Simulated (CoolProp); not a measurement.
Model: reference Helmholtz-energy equation of state, Lemmon 2005, in CoolProp. It is a short technical equation, of lower accuracy than the large ones.

For trans-2-butene, give the phase and the Z, cp (kJ/(kg K)), Joule-Thomson coefficient (K/MPa), fugacity coefficient at -60.35 °C and 0.913 bar; -47.55 °C and 0.913 bar; -22.05 °C and 0.913 bar.


- -60.35 °C and 0.913 bar: liquid; Z 0.00419, cp 2.03, Joule-Thomson coefficient -0.488, fugacity coefficient 0.0483
- -47.55 °C and 0.913 bar: liquid; Z 0.00403, cp 2.06, Joule-Thomson coefficient -0.469, fugacity coefficient 0.109
- -22.05 °C and 0.913 bar: liquid; Z 0.00377, cp 2.14, Joule-Thomson coefficient -0.421, fugacity coefficient 0.413
